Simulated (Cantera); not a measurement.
Cantera run, input and output.

```python
import numpy as np
import cantera as ct

surf = ct.Interface("diamond.yaml", "diamond_100")
gas, bulk = surf.adjacent["gas"], surf.adjacent["diamond"]
k = surf.kinetics_species_index(bulk.species_names[0])
cover = ["c6HH", "c6H*", "c6*H", "c6**", "c6HM", "c6B"]

rows, drift = [], 0.0
print(f"{'P':>10s}{'um/h':>11s}" + "".join(f"{s:>11s}" for s in cover))
for v in [550, 980, 1700, 3100, 5500, 9800, 17000, 31000]:
    T, P, xH, xCH3 = 1173, v, 0.0017, 0.0017
    gas.TPX = T, P, {"H": xH, "CH3": xCH3, "CH4": 0.0022, "H2": 1 - xH - xCH3 - 0.0022}
    surf.TP = bulk.TP = T, P
    surf.coverages = "c6H*:0.1, c6HH:0.9"
    surf.advance_coverages(100.0)
    before = surf.coverages
    surf.advance_coverages(100.0)
    drift = max(drift, np.max(np.abs(surf.coverages - before) / (surf.coverages + 1e-9)))
    rate = surf.net_production_rates[k] * bulk.mean_molecular_weight / bulk.density * 3.6e9
    rows.append([rate, *surf[cover].coverages])
    print(f"{v:10.4g}{rate:11.4e}" + "".join(f"{x:11.3e}" for x in rows[-1][1:]))
```

It prints:

```
         P       um/h       c6HH       c6H*       c6*H       c6**       c6HM        c6B
       550 5.7464e-01  4.636e-01  3.449e-02  4.661e-01  1.900e-02  5.588e-03  1.559e-09
       980 1.2553e+00  4.606e-01  3.425e-02  4.628e-01  1.883e-02  9.741e-03  3.406e-09
      1700 2.7954e+00  4.560e-01  3.387e-02  4.576e-01  1.860e-02  1.626e-02  7.586e-09
      3100 7.0392e+00  4.480e-01  3.321e-02  4.487e-01  1.822e-02  2.756e-02  1.910e-08
      5500 1.7366e+01  4.366e-01  3.228e-02  4.360e-01  1.770e-02  4.359e-02  4.712e-08
      9800 4.2543e+01  4.214e-01  3.104e-02  4.190e-01  1.700e-02  6.502e-02  1.154e-07
   1.7e+04 9.5943e+01  4.047e-01  2.968e-02  4.003e-01  1.624e-02  8.860e-02  2.603e-07
   3.1e+04 2.1848e+02  3.867e-01  2.823e-02  3.801e-01  1.543e-02  1.140e-01  5.929e-07
```

Computed with Cantera and the Harris–Goodwin 1993 mechanism for the reconstructed diamond (100) surface.
